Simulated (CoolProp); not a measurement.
Properties of isobutane along the isobar 0.101 MPa (Tc = 407.8 K, pc = 3.629 MPa, ω = 0.184).

Computed with CoolProp (reference Helmholtz-energy equation of state, Bücker 2006).

```json
[
 {"T (K)": "326.8", "phase": "gas", "Z": "0.9805", "cp (kJ/(kg K))": "?", "Joule-Thomson coefficient (K/MPa)": "?"},
 {"T (K)": "342.4", "phase": "gas", "Z": "0.9833", "cp (kJ/(kg K))": "1.889", "Joule-Thomson coefficient (K/MPa)": "13.99"},
 {"T (K)": "358", "phase": "gas", "Z": "0.9855", "cp (kJ/(kg K))": "1.960", "Joule-Thomson coefficient (K/MPa)": "12.17"},
 {"T (K)": "373.6", "phase": "gas", "Z": "0.9874", "cp (kJ/(kg K))": "2.031", "Joule-Thomson coefficient (K/MPa)": "?"},
 {"T (K)": "389.2", "phase": "gas", "Z": "0.9890", "cp (kJ/(kg K))": "?", "Joule-Thomson coefficient (K/MPa)": "9.432"},
 {"T (K)": "404.8", "phase": "gas", "Z": "0.9903", "cp (kJ/(kg K))": "2.172", "Joule-Thomson coefficient (K/MPa)": "8.386"},
 {"T (K)": "420.4", "phase": "gas", "Z": "0.9914", "cp (kJ/(kg K))": "?", "Joule-Thomson coefficient (K/MPa)": "?"},
 {"T (K)": "436", "phase": "gas", "Z": "0.9924", "cp (kJ/(kg K))": "?", "Joule-Thomson coefficient (K/MPa)": "6.745"}
]
```

Q: Fill in the missing entries.

A: 
- 326.8, cp (kJ/(kg K)): 1.818
- 326.8, Joule-Thomson coefficient (K/MPa): 16.23
- 373.6, Joule-Thomson coefficient (K/MPa): 10.68
- 389.2, cp (kJ/(kg K)): 2.102
- 420.4, cp (kJ/(kg K)): 2.241
- 420.4, Joule-Thomson coefficient (K/MPa): 7.501
- 436, cp (kJ/(kg K)): 2.309
